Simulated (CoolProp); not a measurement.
trans-2-butene at several states: fugacity coefficient from the reference equation and from simpler models built on Tc = 428.6 K, pc = 40.19 bar, ω = 0.210; each cubic takes its own stable root.

The numbers come from the reference Helmholtz-energy equation of state, Lemmon 2005 in CoolProp. It is a short technical equation, of lower accuracy than the large ones.

```tsv
T (K)	p (bar)	phase	reference
184.1	3.9	liquid	0.001131
174.7	0.111	liquid	0.01503
397.5	7.61	gas	0.9165
202.5	0.288	liquid	0.07256
507.6	2.8	gas	0.9863
```

### Question
How far does each simpler model (van der Waals, Redlich-Kwong, Soave-Redlich-Kwong, Peng-Robinson) lie from the reference over these 5 states: mean and median of the absolute difference, and the worst?

### Answer
- van der Waals: mean 3231.8 %, median 1262.2 %, worst +8382.8 % at 184.1 K and 3.9 bar
- Redlich-Kwong: mean 56.0 %, median 90.7 %, worst +95.1 % at 184.1 K and 3.9 bar
- Soave-Redlich-Kwong: mean 5.0 %, median 6.8 %, worst -9.6 % at 174.7 K and 0.111 bar
- Peng-Robinson: mean 3.0 %, median 2.4 %, worst +6.8 % at 174.7 K and 0.111 bar

At some of these states van der Waals gives the other phase, because its saturation line lies elsewhere.
